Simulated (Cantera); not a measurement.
An adiabatic, constant-pressure homogeneous reactor starts with CH4 : O2 : N2 : CO2 = 1 : 1.33 : 5.01 : 0.92 (molar parts), equivalence ratio 1.5, at 1673 K and 5.00 bar. Integrator tolerance rtol = 1e-08.

Computed with Cantera and GRI-Mech 3.0 (53 species, 325 reactions).

### Question
What does this change do: CO2 0.92 to 2.6 parts?

### Answer
```
quantity                                                            before                                    after
---------------------------------  ---------------------------------------  ---------------------------------------
time of steepest temperature rise                                  99.8 µs                                 0.132 ms
temperature at 2.00 s                                               2728 K                                   2532 K
equilibrium temperature                                             2728 K                                   2532 K
x(CH4) at 2.00 s                   <1e-12 (gas-phase equilibrium 1.09e-12)    <1e-12 (gas-phase equilibrium <1e-12)
x(O2) at 2.00 s                    0.00146 (gas-phase equilibrium 0.00146)  0.00137 (gas-phase equilibrium 0.00137)
x(CO2) at 2.00 s                     0.0922 (gas-phase equilibrium 0.0922)      0.221 (gas-phase equilibrium 0.221)
x(HCN) at 2.00 s                   3.34e-8 (gas-phase equilibrium 3.34e-8)  8.45e-9 (gas-phase equilibrium 8.45e-9)
x(CO) at 2.00 s                        0.121 (gas-phase equilibrium 0.121)      0.117 (gas-phase equilibrium 0.117)
x(H2) at 2.00 s                      0.0348 (gas-phase equilibrium 0.0348)    0.0144 (gas-phase equilibrium 0.0144)
```

### Question
What does this change do: initial temperature 1673 to 1725 K?

### Answer
```
quantity                                                            before                                    after
---------------------------------  ---------------------------------------  ---------------------------------------
time of steepest temperature rise                                  99.8 µs                                  65.1 µs
temperature at 2.00 s                                               2728 K                                   2758 K
equilibrium temperature                                             2728 K                                   2758 K
x(CH4) at 2.00 s                   <1e-12 (gas-phase equilibrium 1.09e-12)  <1e-12 (gas-phase equilibrium 1.01e-12)
x(O2) at 2.00 s                    0.00146 (gas-phase equilibrium 0.00146)  0.00182 (gas-phase equilibrium 0.00182)
x(CO2) at 2.00 s                     0.0922 (gas-phase equilibrium 0.0922)    0.0909 (gas-phase equilibrium 0.0909)
x(HCN) at 2.00 s                   3.34e-8 (gas-phase equilibrium 3.34e-8)  3.42e-8 (gas-phase equilibrium 3.42e-8)
x(CO) at 2.00 s                        0.121 (gas-phase equilibrium 0.121)      0.122 (gas-phase equilibrium 0.122)
x(H2) at 2.00 s                      0.0348 (gas-phase equilibrium 0.0348)    0.0350 (gas-phase equilibrium 0.0350)
```
